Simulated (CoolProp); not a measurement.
Vapour-liquid equilibrium of n-decane (1) + n-dodecane (2) at 0.718 bar; x and y are mole fractions of (1).

Values from CoolProp's multi-fluid Helmholtz-energy mixture model, Lemmon 2006 and Lemmon 2004; pair parameters Bell 2016.

```
x      bubble temperature (°C)  y at the bubble point  dew temperature at overall composition x (°C)  liquid density (mol/L)
-----  -----------------------  ---------------------  ---------------------------------------------  ----------------------
0.05                     199.3                  0.117                                          201.1                   3.600
0.125                    194.9                  0.271                                              …                   3.657
0.2                      190.8                  0.400                                          197.0                   3.714
0.275                    187.0                  0.510                                          194.8                   3.770
0.35                         …                  0.601                                          192.5                   3.827
0.425                    180.0                  0.678                                              …                   3.883
0.5                      176.9                  0.744                                          187.3                   3.940
0.575                    174.1                  0.799                                          184.4                   3.996
0.65                     171.4                  0.846                                          181.3                   4.053
0.725                    168.9                  0.887                                              …                   4.110
0.8                      166.6                  0.923                                          174.0                   4.168
0.875                    164.4                  0.955                                              …                   4.227
0.95                     162.4                  0.983                                          164.8                       …
```

Q: Complete the blanks.

A: 
- 0.125, dew temperature at overall composition x (°C): 199.1
- 0.35, bubble temperature (°C): 183.4
- 0.425, dew temperature at overall composition x (°C): 190.0
- 0.725, dew temperature at overall composition x (°C): 177.9
- 0.875, dew temperature at overall composition x (°C): 169.7
- 0.95, liquid density (mol/L): 4.287

No azeotrope shows between x = 0.05 and 0.95.

Pair parameters are fitted to limited data, so mixtures are less certain than the pure fluids.
